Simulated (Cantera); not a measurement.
A Cantera script and its output.

```python
import numpy as np
import cantera as ct

gas = ct.Solution("gri30.yaml")
gas.TPX = 573, 120000, {'CH3OH': 1, 'O2': 1.36, 'N2': 5.13}
inlet = ct.Reservoir(gas, clone=True)
gas.equilibrate("HP")  # start burning
reactor = ct.IdealGasConstPressureReactor(gas, energy="on", clone=False)
exhaust = ct.Reservoir(gas, clone=True)
tau = [0.051, 0.021, 0.0087, 0.0036, 0.0015, 0.00061, 0.00025, 0.0001, 4.2e-05, 1.7e-05][0]
for a, b in ((inlet, reactor), (reactor, exhaust)):
    ct.MassFlowController(a, b, mdot=lambda t: reactor.mass / tau)
net = ct.ReactorNet([reactor])
show = ['CH3OH', 'O2', 'CH4', 'C2H2', 'H2O2']

rows = []
print(f"{'tau/s':>10s}{'T/K':>9s}" + "".join(f"{s:>11s}" for s in show))
for tau in [0.051, 0.021, 0.0087, 0.0036, 0.0015, 0.00061, 0.00025, 0.0001, 4.2e-05, 1.7e-05]:
    net.initial_time = 0.0
    net.advance(30 * tau)
    before = gas.X
    net.advance(40 * tau)
    drift = np.max(np.abs(gas.X - before) / (gas.X + 1e-9))
    rows.append([gas.T, *gas[show].X, drift])
    print(f"{tau:10.3e}{gas.T:9.1f}" + "".join(f"{x:11.3e}" for x in gas[show].X))
```

It prints:

```
     tau/s      T/K      CH3OH         O2        CH4       C2H2       H2O2
 5.100e-02   2335.0  1.029e-06  3.315e-03  1.662e-07  4.662e-11  7.952e-08
 2.100e-02   2314.6  2.131e-06  4.354e-03  2.367e-07  9.323e-11  9.657e-08
 8.700e-03   2281.1  4.170e-06  5.970e-03  3.133e-07  1.657e-10  1.223e-07
 3.600e-03   2232.7  7.929e-06  8.172e-03  4.586e-07  3.447e-10  1.594e-07
 1.500e-03   2172.2  1.506e-05  1.079e-02  8.238e-07  9.916e-10  2.111e-07
 6.100e-04   2103.0  3.029e-05  1.373e-02  1.851e-06  3.957e-09  2.842e-07
 2.500e-04   2034.1  6.506e-05  1.693e-02  4.826e-06  1.883e-08  3.821e-07
 1.000e-04   1964.0  1.611e-04  2.138e-02  1.472e-05  1.075e-07  5.312e-07
 4.200e-05   1872.3  5.126e-04  3.084e-02  5.653e-05  7.211e-07  9.356e-07
 1.700e-05    573.0  1.335e-01  1.816e-01  1.088e-17  1.470e-19  2.740e-17
```

Cantera simulation using GRI-Mech 3.0 (53 species, 325 reactions); the numbers are that mechanism's predictions, not measurements. GRI-Mech 3.0 was tuned for natural gas; its chemistry of methanol as a main component is partial and can be far from experiment.
